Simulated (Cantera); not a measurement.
Boron, boron nitride and boron oxide: BCl3 + O2 + H2

Charge: 1 mol BCl3, a varied amount of O2, 73 mol H2, held at 2300 K and 0.130 bar.

These are equilibrium values from Cantera (NASA tables, ideal gas, pure condensed phases), not measurements of a reactor. Candidate condensed phases: B, B2O3, B3O3H3, H2O; 33 gas species. The tables' values for BOCl are old estimates; treat these amounts as uncertain. Kinetics and transport are ignored.

```tsv
n(O2) (mol)	x H2	x H2O	x HCl	x H	x HBO2	x HBO	x BO
1.1	0.912	0.0106	0.0385	0.0256	0.00475	0.00560	0.00177
1.6	0.901	0.0215	0.0385	0.0255	0.00694	0.00399	0.00127
2.2	0.887	0.0357	0.0386	0.0253	0.00850	0.00290	0.000927
3.1	0.865	0.0580	0.0386	0.0250	0.00982	0.00201	0.000651
4.4	0.832	0.0911	0.0386	0.0245	0.0108	0.00136	0.000448
6.2	0.785	0.138	0.0386	0.0238	0.0115	0.000904	0.000307
8.7	0.721	0.203	0.0386	0.0228	0.0120	0.000588	0.000209
```
x: gas mole fraction; nothing condenses.

From 1.1 mol O2 to 8.7 mol O2 nothing is condensed. The main B-bearing gas is HBO at 1.1 mol O2 and HBO2 at 8.7 mol O2.
